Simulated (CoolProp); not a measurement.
The fluid at 298.15 K and 0.0091 MPa is throttled through a valve to 0.00172 MPa with no heat exchange. The same conditions are run with several fluids, on thermodynamics alone (safety and materials aside).

The numbers come from the reference Helmholtz-energy equation of state of each fluid (cyclohexane: Zhou 2014; R142b: Lemmon 2006; R143a: Lemmon and Jacobsen 2000; cis-2-butene: Lemmon 2005; dimethyl ether: Wu 2011) in CoolProp.

```tsv
fluid	temperature change (K)	final density (kg/m³)
cyclohexane	…	…
R142b	-0.2	…
R143a	…	0.0584
cis-2-butene	-0.2	0.0390
dimethyl ether	-0.2	0.0320
```

**Question.** Some entries are withheld; supply them.

**Answer.** 
- cyclohexane, temperature change (K): -0.4
- cyclohexane, final density (kg/m³): 0.0585
- R142b, final density (kg/m³): 0.0698
- R143a, temperature change (K): -0.1
